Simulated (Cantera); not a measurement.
An adiabatic, constant-volume homogeneous reactor starts with 6.17 % CH4, 0.678 % C2H6, 0.290 % C3H8, 19.5 % O2, 73.4 % N2, equivalence ratio 0.83, at 1550 K and 101000 Pa.

Cantera simulation using GRI-Mech 3.0 (53 species, 325 reactions); the numbers are that mechanism's predictions, not measurements.

One state of this run: T (K) = 2858; P (bar) = 1.96; x CH4 = <1e-12; x C2H6 = <1e-12; x C3H8 = <1e-12; x CH2O = 3.16e-10; x CO2 = 0.0469; x HO2 = 1.17e-5. x: mole fraction; the columns are a selection and need not sum to one.

**Question.** Which value of t (s) does it belong to?
A) 0.000121
B) 0.00163
C) 9.00e-6
D) 3.30e-5

**Answer.** B, 0.00163
